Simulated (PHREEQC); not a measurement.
1 kg of water holding 0.0054 mol/kgw NaHCO3, 0.037 mol/kgw Na2CO3, 0.6 mol/kgw Na2SO4, 0.54 mol/kgw KCl and 0.1 mol/kgw NaCl is evaporated at 25 °C; the solids stay in contact with the brine. CO2 from the air is kept out. Solids allowed: Arcanite, Burkeite, Glaserite, Halite, Kalicinite, Mirabilite, Misenite, Nahcolite, Natron, Sylvite, Thenardite, Trona. Others were left out.

Equilibrium calculation in PHREEQC: Pitzer model, pitzer.dat.

```csv
water left (kg),ionic strength,water activity,Halite (mol)
1,2.56,0.957,0
0.8219,3.11,0.948,0
0.5552,4.60,0.922,0
0.4563,5.60,0.904,0
0.375,6.24,0.888,0
0.3082,6.96,0.867,0
0.2082,8.91,0.805,0
0.1711,9.11,0.780,0
0.1407,8.94,0.757,0
0.09503,9.17,0.722,0.117
0.07809,9.33,0.721,0.217
0.06418,9.44,0.720,0.296
0.05276,9.46,0.720,0.358
0.03563,9.50,0.719,0.450
0.02926,9.50,0.719,0.484
```

Glaserite from water left = 0.375 kg (pH 10.22); Thenardite from water left = 0.1711 kg (pH 10.07); Halite from water left = 0.09503 kg (pH 9.98); Burkeite from water left = 0.06418 kg (pH 9.96); Trona from water left = 0.03563 kg (pH 9.75).
